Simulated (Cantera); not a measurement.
Feed: 1 mol SiH₂Cl₂, 2 mol HCl, 4.6 mol N₂, equilibrated at 13.3 mbar.

These are equilibrium values from Cantera (NASA tables, ideal gas, pure condensed phases), not measurements of a reactor. Candidate condensed phases: NH₄Cl, Si, Si₃N₄; 28 gas species. N₂ is the only nitrogen source here; it is nearly inert below about 1500 K, so the nitride shown seldom forms there in practice. Equilibrium is a limit: real reactors are often held back by kinetics, nucleation or transport.

Over these rows the condensed part is Si₃N₄(s). Partial pressures as log10 of bar:

```tsv
T (K)	1000/T (1/K)	log p Cl	log p N₂	log p HCl	log p H₂	log p SiCl₄
1298	0.7704	-6.98	-2.15	-2.38	-2.88	-3.24
1348	0.7418	?	-2.15	-2.39	-2.88	-3.31
1398	0.7153	-6.37	-2.15	-2.40	-2.88	-3.41
1448	0.6906	-6.12	-2.15	-2.42	-2.86	-3.58
1498	0.6676	-5.91	-2.15	-2.46	-2.83	-3.84
1548	0.6460	-5.73	-2.14	-2.52	-2.79	-4.17
```

Task: Fit log p(Cl) = a + b·(1000/T) to the five rows, give the apparent enthalpy, and predict the row at 1348 K.

Result: Means: 1000/T = 0.6980, log p = -6.222. Sxy = -0.093263, Sxx = 0.0092240, so b = -10.11 and a = -6.222 − (-10.11)×0.6980 = 0.83.
Apparent enthalpy: −19.145 × (-10.11) = 194 kJ/mol. With the condensed phases at unit activity, 1/6 N₂(g) + 1/4 SiCl₄(g) = Cl(g) + 1/12 Si₃N₄(s) links this pressure to the main gases: over the six rows their terms move log p by -0.23 in all, so the slope isn't that reaction's ΔH° alone. The five rows lie within 0.03 of the line.
Prediction at 1348 K: 0.83 + (-10.11)×0.7418 = -6.67. The computed value is -6.66, 0.01 from the line.
